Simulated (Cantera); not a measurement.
## Adiabatic ignition

An adiabatic, constant-volume homogeneous reactor starts with CH4 : H2 : O2 : N2 : H2O = 1 : 0.096 : 4.18 : 15.7 : 2.1 (molar parts), equivalence ratio 0.49, at 1075 K and 1.00 bar.

Computed with Cantera and GRI-Mech 3.0 (53 species, 325 reactions).

| t (s) | T (K) | P (bar) | x CH4 | x H2 | x O2 | x H2O2 | x OH | x NO | x CH3 |
|---|---|---|---|---|---|---|---|---|---|
| 4.00e-6 | 1075 | 1.00 | 0.0433 | 0.00416 | 0.181 | <1e-12 | 1.87e-12 | <1e-12 | 1.09e-10 |
| 1.09e-5 | 1075 | 1.00 | 0.0433 | 0.00416 | 0.181 | <1e-12 | 3.39e-12 | <1e-12 | 3.13e-10 |
| 2.97e-5 | 1075 | 1.00 | 0.0433 | 0.00416 | 0.181 | 1.17e-12 | 4.53e-12 | <1e-12 | 8.89e-10 |
| 8.10e-5 | 1075 | 1.00 | 0.0433 | 0.00416 | 0.181 | 8.67e-12 | 7.16e-12 | <1e-12 | 2.49e-9 |
| 0.000221 | 1075 | 1.00 | 0.0433 | 0.00416 | 0.181 | 6.34e-11 | 1.47e-11 | <1e-12 | 7.04e-9 |
| 0.000602 | 1075 | 1.00 | 0.0433 | 0.00416 | 0.181 | 4.51e-10 | 3.87e-11 | <1e-12 | 2.11e-8 |
| 0.00164 | 1075 | 1.00 | 0.0433 | 0.00416 | 0.181 | 3.08e-9 | 1.37e-10 | <1e-12 | 7.64e-8 |
| 0.00447 | 1075 | 1.00 | 0.0433 | 0.00416 | 0.181 | 2.55e-8 | 1.05e-9 | <1e-12 | 5.26e-7 |
| 0.0122 | 1076 | 1.00 | 0.0433 | 0.00414 | 0.181 | 3.44e-7 | 2.20e-8 | <1e-12 | 6.55e-6 |
| 0.0332 | 1081 | 1.01 | 0.0426 | 0.00407 | 0.181 | 1.68e-6 | 6.27e-8 | <1e-12 | 1.09e-5 |
| 0.0906 | 2210 | 2.06 | <1e-12 | 0.000507 | 0.0908 | 2.70e-7 | 0.00471 | 0.00146 | <1e-12 |
| 0.247 | 2201 | 2.05 | <1e-12 | 0.000485 | 0.0889 | 2.60e-7 | 0.00453 | 0.00526 | <1e-12 |
| 0.673 | 2196 | 2.04 | <1e-12 | 0.000474 | 0.0879 | 2.55e-7 | 0.00443 | 0.00739 | <1e-12 |
| 1.83 | 2196 | 2.04 | <1e-12 | 0.000473 | 0.0878 | 2.55e-7 | 0.00442 | 0.00752 | <1e-12 |
| 5.00 | 2196 | 2.04 | <1e-12 | 0.000473 | 0.0878 | 2.55e-7 | 0.00442 | 0.00752 | <1e-12 |
x: mole fraction; the columns are a selection and need not sum to one.

```yaml
time_of_steepest_temperature_rise: 53.3 ms
temperature at 5.00 s: 2196 K
equilibrium_temperature: 2196 K
x(CH4) at 5.00 s: <1e-12 (gas-phase equilibrium <1e-12)
x(H2) at 5.00 s: 0.000473 (gas-phase equilibrium 0.000473)
x(O2) at 5.00 s: 0.0878 (gas-phase equilibrium 0.0878)
```
